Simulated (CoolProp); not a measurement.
Vapour-liquid equilibrium of R125 (1) + propane (2) at 242.4 K; x and y are mole fractions of (1).

Values from CoolProp's multi-fluid Helmholtz-energy mixture model, Lemmon 2005 and Lemmon 2009; pair parameters Bell 2016.

```
x      bubble pressure, mixture model (kPa)  bubble pressure, Raoult's law (kPa)  y, mixture model  y, Raoult's law
-----  ------------------------------------  -----------------------------------  ----------------  ---------------
0.05                                  203.9                                165.8             0.227            0.067
0.125                                 243.5                                170.2                 …            0.162
0.2                                   266.1                                174.6             0.460            0.253
0.275                                 278.7                                178.9             0.503            0.340
0.35                                  285.7                                183.3             0.531            0.422
0.425                                     …                                187.7             0.551            0.501
0.5                                   291.7                                192.0             0.568            0.576
0.575                                 292.5                                196.4             0.585            0.647
0.65                                  292.0                                200.8             0.606            0.716
0.725                                 289.3                                205.1             0.635            0.782
0.8                                   282.9                                209.5             0.678            0.844
0.875                                 270.0                                213.9                 …            0.905
0.95                                  246.2                                218.2             0.864            0.963
```

Task: Complete the blanks.

Result: 
- 0.125, y, mixture model: 0.384
- 0.425, bubble pressure, mixture model (kPa): 289.6
- 0.875, y, mixture model: 0.746

The largest gap from Raoult's law is +55.9 % in bubble pressure, at x = 0.35. y crosses x between x = 0.575 and 0.65: the model has an azeotrope there.

The pair parameters rest on a limited set of measurements; away from them the model extrapolates. With so large a gap from Raoult's law the liquid may split in two, which this calculation doesn't test in full.
